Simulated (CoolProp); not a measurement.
Computed with CoolProp (reference Helmholtz-energy equation of state, Lemmon 2006). It is a short technical equation, of lower accuracy than the large ones.

### Question
For R142b, give the phase and the cp (kJ/(kg K)), cv (kJ/(kg K)) at 331.1 K and 1.01 bar; 352.2 K and 1.01 bar; 405 K and 1.01 bar.

### Answer
- 331.1 K and 1.01 bar: gas; cp 0.899, cv 0.809
- 352.2 K and 1.01 bar: gas; cp 0.930, cv 0.841
- 405 K and 1.01 bar: gas; cp 1.00, cv 0.918
